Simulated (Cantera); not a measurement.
A closed system holds: 1 mol SiCl4, 6 mol H2, held at 825 K and 10000 Pa.

Equilibrium computed with Cantera from the NASA thermochemical tables; the gas is ideal and each condensed phase is pure. Candidate condensed phases: Si; 19 gas species. The tables' values for SiCl3 are old estimates; treat these amounts as uncertain. Rates play no part.

Base state: H2 0.845, SiCl4 0.131, HCl 0.0118, SiHCl3 0.0116, SiH2Cl2 8.66e-5, SiCl3 4.51e-5 (mole fractions); condensed: gas only.

Question: What changes in the equilibrium state with this change: temperature from 825 K to 1198 K?

Answer: 
```json
[
 {"species": "H2", "before": "0.845", "after": "0.787"},
 {"species": "SiCl4", "before": "0.131", "after": "0.0848"},
 {"species": "HCl", "before": "0.0118", "after": "0.0740"},
 {"species": "SiCl2", "before": "1.37e-6", "after": "0.0164"},
 {"species": "SiCl3", "before": "4.51e-5", "after": "0.0125"},
 {"species": "SiHCl3", "before": "0.0116", "after": "0.0243"},
 {"species": "SiH2Cl2", "before": "8.66e-5", "after": "0.000909"},
 {"species": "Si(s), mol", "before": "0", "after": "0.00464"}
]
```
